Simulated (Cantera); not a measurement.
## Si3H8 + HCl + H2 (silicon epitaxy and polysilicon growth)

Feed: 1 mol Si3H8, 2.7 mol HCl, 23 mol H2, at 1450 K and 1 atm.

Equilibrium computed with Cantera from the NASA thermochemical tables; the gas is ideal and each condensed phase is pure. Candidate condensed phases: Si; 19 gas species. The feed counts by its element totals alone. The tables' values for SiCl3 are old estimates; treat these amounts as uncertain. Equilibrium is a limit: real reactors are often held back by kinetics, nucleation or transport.

```
Property       Result
----------  ---------
x(H2)           0.931
x(HCl)         0.0540
x(SiCl2)      0.00965
x(SiHCl3)     0.00201
x(SiCl3)      0.00189
x(SiCl4)      0.00135
x(SiH2Cl2)   0.000462
x(SiH3Cl)     3.09e-5
x(H)          9.06e-6
n(Si(s))     2.54 mol
gas amount  29.56 mol
```
